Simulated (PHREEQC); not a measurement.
Metal-bearing waste water: an equilibrium model

A solution holds 0.033 mol/kgw MnSO4, 0.034 mol/kgw CaCl2 and 0.028 mol/kgw H2SO4, at 25 °C. Closed to the air; pH follows from the charge balance.

All values are PHREEQC results (ion-association model, phreeqc.dat), not measurements.

Each row changes one thing in this solution. No solid was allowed to form.

```
case                                  pH  ionic strength (mol/kgw)  Mn+2 (mol/kgw)  SO4-2 (mol/kgw)  HSO4- (mol/kgw)  MnSO4 (mol/kgw)
----------------------------------  ----  ------------------------  --------------  ---------------  ---------------  ---------------
as made                             1.58                     0.198          0.0230           0.0214           0.0214          0.00805
MnSO4 from 0.033 to 0.0033 mol/kgw  1.48                     0.141               ?          0.00993           0.0138         0.000521
diluted 100-fold with water         3.29                   0.00298        0.000310         0.000549          2.28e-5          1.90e-5
CaCl2 left out                      1.61                     0.118          0.0213                ?                ?           0.0117
MnSO4 from 0.033 to 0.0066 mol/kgw     ?                     0.147         0.00499           0.0112           0.0149          0.00112
temperature from 25 to 10 °C        1.55                     0.206          0.0238           0.0243           0.0193                ?
```

Question: Some entries are withheld; supply them.

Answer: 
- MnSO4 from 0.033 to 0.0033 mol/kgw, Mn+2 (mol/kgw): 0.00253
- CaCl2 left out, SO4-2 (mol/kgw): 0.0235
- CaCl2 left out, HSO4- (mol/kgw): 0.0258
- MnSO4 from 0.033 to 0.0066 mol/kgw, pH: 1.50
- temperature from 25 to 10 °C, MnSO4 (mol/kgw): 0.00716

Some of these states are supersaturated (in Gypsum, for instance). Away from 25 °C the constants follow the database's enthalpies or fits; those with neither stay at their 25 °C values.
